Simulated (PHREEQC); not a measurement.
H3PO4 is added in steps, without added water, to 1 kg of water holding 21 mmol/kgw NaHSO4 and 80 mmol/kgw NaOH, at 15 °C. Oxygen is held at 0.21 atm. The system is closed to CO2. Precipitation was switched off in this run.

Base run: PHREEQC, ion-association model, wateq4f.dat. Each further column changes one thing. The table gives pH.

```
H3PO4 added (mol)   base  NaHSO4 from 0.021 to 0.0021 mol/kgw  NaHSO4 from 0.021 to 0.0105 mol/kgw  solids may form
-----------------  -----  -----------------------------------  -----------------------------------  ---------------
0                  13.00                                13.13                                13.07            13.00
0.01669            12.33                                12.70                                12.56            12.33
0.02781            10.93                                12.01                                11.68            10.93
0.0445              6.54                                 7.36                                 6.98             6.54
0.06119             3.55                                 6.47                                 6.08             3.55
0.07231             2.78                                 5.83                                 3.48             2.78
0.089               2.44                                 2.93                                 2.66             2.44
```

H3PO4, which wateq4f.dat lacks, is added to it with the constant of phreeqc.dat. Solids allowed in the column 'solids may form': Mirabilite.
